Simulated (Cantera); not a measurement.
A Cantera script and its output.

```python
import numpy as np
import cantera as ct

gas = ct.Solution("gri30.yaml")
gas.TPX = 2050, 500000, {'CH4': 1, 'CO2': 3, 'H2': 1.2}
reactor = ct.IdealGasConstPressureReactor(gas, energy="off", clone=False)
net = ct.ReactorNet([reactor])
net.rtol, net.atol = 1e-08, 1e-18
show = ['CH4', 'CO2', 'H2', 'HO2', 'O', 'C2H6', 'C2H2']
times = np.geomspace(3e-05, 100, 9)

steps = ct.SolutionArray(gas, extra=["t"])
rows = []
print(f"{'t/s':>10s}{'T/K':>9s}{'P/Pa':>11s}" + "".join(f"{s:>11s}" for s in show))
for t in times:
    while net.time < t:
        t_next = net.step()
        steps.append(gas.state, t=t_next)
    rows.append([np.interp(t, steps.t, y) for y in (steps.T, steps.P, *steps(*show).X.T)])
    print(f"{t:10.3e}{rows[-1][0]:9.1f}{rows[-1][1]:11.4g}" + "".join(f"{x:11.3e}" for x in rows[-1][2:]))
rate = np.gradient(steps.T, steps.t)
print("integrator steps:", len(steps.t))
if steps.T.max() > steps.T[0] + 200:
    print(f"time of steepest temperature rise: {steps.t[rate.argmax()]:.4e} s")
gas.TPX = 2050, 500000, {'CH4': 1, 'CO2': 3, 'H2': 1.2}
gas.equilibrate("TP")
print(f"equilibrium (TP): T = {gas.T:.1f} K  " + "  ".join(f"{s} {gas[s].X[0]:.3e}" for s in show))
```

Result:

```
       t/s      T/K       P/Pa        CH4        CO2         H2        HO2          O       C2H6       C2H2
 3.000e-05   2050.0      5e+05  1.291e-01  4.991e-01  2.438e-01  9.394e-11  2.051e-08  5.057e-04  1.748e-02
 1.961e-04   2050.0      5e+05  3.472e-02  2.660e-01  1.839e-01  1.354e-10  3.673e-08  6.374e-05  5.582e-02
 1.282e-03   2050.0      5e+05  8.280e-03  1.253e-01  1.762e-01  1.144e-10  5.945e-08  4.864e-06  3.432e-02
 8.379e-03   2050.0      5e+05  1.606e-03  8.303e-02  2.405e-01  4.528e-11  6.457e-08  1.225e-07  1.665e-03
 5.477e-02   2050.0      5e+05  2.893e-08  8.007e-02  2.465e-01  4.319e-11  6.590e-08  5.678e-17  1.921e-11
 3.580e-01   2050.0      5e+05  2.893e-08  8.007e-02  2.465e-01  4.319e-11  6.590e-08  5.660e-17  1.903e-11
 2.340e+00   2050.0      5e+05  2.893e-08  8.007e-02  2.465e-01  4.319e-11  6.590e-08  5.660e-17  1.903e-11
 1.530e+01   2050.0      5e+05  2.893e-08  8.007e-02  2.465e-01  4.319e-11  6.590e-08  5.660e-17  1.903e-11
 1.000e+02   2050.0      5e+05  2.893e-08  8.007e-02  2.465e-01  4.319e-11  6.590e-08  5.660e-17  1.903e-11
integrator steps: 1686
equilibrium (TP): T = 2050.0 K  CH4 3.188e-08  CO2 8.007e-02  H2 2.465e-01  HO2 4.319e-11  O 6.590e-08  C2H6 6.668e-17  C2H2 2.092e-11
```

Detailed kinetics in Cantera: GRI-Mech 3.0 (53 species, 325 reactions).
